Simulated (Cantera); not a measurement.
**Equilibrium for tantalum, niobium, vanadium and zirconium in process gases: Zr + H2O + H2 + O2**

Feed: 1 mol Zr, 0.44 mol H2O, 6.9 mol H2, 0.56 mol O2, held at 1 atm.

These are equilibrium values from Cantera (NASA tables, ideal gas, pure condensed phases), not measurements of a reactor. Candidate condensed phases: H2O, Zr, ZrO2; 12 gas species. Mutual solubility and eutectic melting of coexisting phases are not modelled. Condensed phases not in the tables: N, O or C dissolved in the metal. Kinetics and transport are ignored.

From 1050 °C to 1200 °C the condensed part is Zr(β) + ZrO2(monoclinic). From 1350 °C to 1800 °C the condensed part is Zr(β) + ZrO2(tetragonal). From 1950 °C to 2250 °C the condensed part is Zr(l) + ZrO2(tetragonal). From 2400 °C to 2550 °C the condensed part is Zr(l) + ZrO2(s).

| T (°C) | log p H2 | log p H | log p ZrO | log p H2O | log p Zr | log p ZrO2 | n Zr(β) | n ZrO2(monoclinic) | n ZrO2(tetragonal) | n Zr(l) | n ZrO2(s) |
|---|---|---|---|---|---|---|---|---|---|---|---|
| 1050 | 0.01 | -5.80 | <-11 | -9.86 | <-11 | <-11 | 0.220 | 0.780 | 0 | 0 | 0 |
| 1200 | 0.01 | -4.90 | <-11 | -8.67 | <-11 | <-11 | 0.220 | 0.780 | 0 | 0 | 0 |
| 1350 | 0.01 | -4.16 | -11.02 | -7.72 | <-11 | <-11 | 0.220 | 0 | 0.780 | 0 | 0 |
| 1500 | 0.01 | -3.54 | -9.34 | -6.93 | -10.62 | <-11 | 0.220 | 0 | 0.780 | 0 | 0 |
| 1650 | 0.01 | -3.02 | -7.93 | -6.27 | -9.24 | -11.29 | 0.220 | 0 | 0.780 | 0 | 0 |
| 1800 | 0.00 | -2.58 | -6.72 | -5.70 | -8.06 | -9.77 | 0.220 | 0 | 0.780 | 0 | 0 |
| 1950 | 0.00 | -2.19 | -5.69 | -5.20 | -7.06 | -8.45 | 0 | 0 | 0.780 | 0.220 | 0 |
| 2100 | 0.00 | -1.86 | -4.81 | -4.76 | -6.20 | -7.31 | 0 | 0 | 0.780 | 0.220 | 0 |
| 2250 | -0.01 | -1.56 | -4.03 | -4.37 | -5.45 | -6.31 | 0 | 0 | 0.779 | 0.220 | 0 |
| 2400 | -0.02 | -1.30 | -3.34 | -4.04 | -4.78 | -5.42 | 0 | 0 | 0 | 0.219 | 0.778 |
| 2550 | -0.03 | -1.07 | -2.73 | -3.74 | -4.18 | -4.63 | 0 | 0 | 0 | 0.213 | 0.772 |
log p: log10 of the partial pressure in bar; n: condensed amount in mol.
